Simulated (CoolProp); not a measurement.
Vapour pressure (MPa) of R142b: the reference equation beside estimates from Tc = 410.3 K, pc = 4.055 MPa, ω = 0.232. Clausius-Clapeyron is anchored at 268.6 K with a constant enthalpy of vaporisation of 22.17 kJ/mol.

Model: reference Helmholtz-energy equation of state, Lemmon 2006, in CoolProp. It is a short technical equation, of lower accuracy than the large ones.

```json
[
 {"T (K)": "233.9", "reference": "0.02481", "Lee-Kesler": "0.02418", "Clausius-Clapeyron": "___", "van der Waals": "0.2606", "Redlich-Kwong": "0.04756", "Peng-Robinson": "0.02532"},
 {"T (K)": "239.7", "reference": "0.03359", "Lee-Kesler": "0.03285", "Clausius-Clapeyron": "0.03671", "van der Waals": "0.3016", "Redlich-Kwong": "0.06246", "Peng-Robinson": "0.03411"},
 {"T (K)": "245.5", "reference": "0.04474", "Lee-Kesler": "0.04390", "Clausius-Clapeyron": "0.04775", "van der Waals": "0.3468", "Redlich-Kwong": "0.08073", "Peng-Robinson": "0.04523"},
 {"T (K)": "251.3", "reference": "0.05867", "Lee-Kesler": "0.05775", "Clausius-Clapeyron": "0.06135", "van der Waals": "0.3965", "Redlich-Kwong": "0.1028", "Peng-Robinson": "0.05910"},
 {"T (K)": "257", "reference": "0.07552", "Lee-Kesler": "0.07457", "Clausius-Clapeyron": "0.07763", "van der Waals": "0.4498", "Redlich-Kwong": "0.1287", "Peng-Robinson": "0.07586"},
 {"T (K)": "262.8", "reference": "0.09638", "Lee-Kesler": "0.09546", "Clausius-Clapeyron": "0.09761", "van der Waals": "0.5087", "Redlich-Kwong": "___", "Peng-Robinson": "0.09657"},
 {"T (K)": "268.6", "reference": "0.1215", "Lee-Kesler": "0.1207", "Clausius-Clapeyron": "0.1215", "van der Waals": "0.5726", "Redlich-Kwong": "0.1963", "Peng-Robinson": "0.1215"},
 {"T (K)": "274.3", "reference": "0.1509", "Lee-Kesler": "0.1503", "Clausius-Clapeyron": "0.1494", "van der Waals": "0.6405", "Redlich-Kwong": "0.2377", "Peng-Robinson": "0.1507"},
 {"T (K)": "280.1", "reference": "0.1863", "Lee-Kesler": "0.1858", "Clausius-Clapeyron": "0.1827", "van der Waals": "0.7147", "Redlich-Kwong": "0.2862", "Peng-Robinson": "0.1857"},
 {"T (K)": "285.9", "reference": "0.2276", "Lee-Kesler": "0.2275", "Clausius-Clapeyron": "0.2216", "van der Waals": "0.7944", "Redlich-Kwong": "0.3414", "Peng-Robinson": "0.2267"},
 {"T (K)": "291.7", "reference": "0.2757", "Lee-Kesler": "0.2760", "Clausius-Clapeyron": "0.2667", "van der Waals": "0.8798", "Redlich-Kwong": "0.4039", "Peng-Robinson": "0.2745"},
 {"T (K)": "297.4", "reference": "0.3301", "Lee-Kesler": "___", "Clausius-Clapeyron": "0.3178", "van der Waals": "0.9692", "Redlich-Kwong": "0.4730", "Peng-Robinson": "0.3285"},
 {"T (K)": "303.2", "reference": "0.3934", "Lee-Kesler": "0.3947", "Clausius-Clapeyron": "0.3773", "van der Waals": "1.066", "Redlich-Kwong": "0.5515", "Peng-Robinson": "0.3915"},
 {"T (K)": "309", "reference": "0.4654", "Lee-Kesler": "0.4674", "Clausius-Clapeyron": "0.4450", "van der Waals": "1.169", "Redlich-Kwong": "0.6389", "Peng-Robinson": "0.4633"}
]
```

Problem. Fill in the missing entries.

Solution. 
- 233.9, Clausius-Clapeyron: 0.02786
- 262.8, Redlich-Kwong: 0.1599
- 297.4, Lee-Kesler: 0.3308

Absolute difference from the reference over all 14 rows, mean and median: Lee-Kesler 0.9 and 0.5 %, Clausius-Clapeyron 4.1 and 3.5 %, van der Waals 420.4 and 347.9 %, Redlich-Kwong 61.4 and 59.5 %, Peng-Robinson 0.6 and 0.5 %.
